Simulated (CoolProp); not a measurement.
CH3F (R41) at several states: fugacity coefficient from the reference equation and from simpler models built on Tc = 44.1 °C, pc = 5906 kPa, ω = 0.200; each cubic takes its own stable root.

Model: reference Helmholtz-energy equation of state, Lemmon 2006, in CoolProp. It is a short technical equation, of lower accuracy than the large ones.

```json
[
 {"T (°C)": "120.25", "p (kPa)": "17500", "phase": "supercritical", "reference": "0.5735", "van der Waals": "0.5735", "Redlich-Kwong": "[?]", "Soave-Redlich-Kwong": "0.6388", "Peng-Robinson": "0.5983"},
 {"T (°C)": "-5.75", "p (kPa)": "13600", "phase": "liquid", "reference": "[?]", "van der Waals": "[?]", "Redlich-Kwong": "0.1704", "Soave-Redlich-Kwong": "[?]", "Peng-Robinson": "0.1409"},
 {"T (°C)": "-91.95", "p (kPa)": "20100", "phase": "liquid", "reference": "[?]", "van der Waals": "0.04383", "Redlich-Kwong": "0.006474", "Soave-Redlich-Kwong": "0.003855", "Peng-Robinson": "[?]"},
 {"T (°C)": "-20.45", "p (kPa)": "62.2", "phase": "gas", "reference": "0.9910", "van der Waals": "0.9947", "Redlich-Kwong": "0.9932", "Soave-Redlich-Kwong": "0.9928", "Peng-Robinson": "0.9923"}
]
```

Question: Some entries are withheld; supply them.

Answer: 
- 120.25, Redlich-Kwong: 0.5913
- -5.75, reference: 0.1312
- -5.75, van der Waals: 0.2481
- -5.75, Soave-Redlich-Kwong: 0.1495
- -91.95, reference: 0.003569
- -91.95, Peng-Robinson: 0.003712
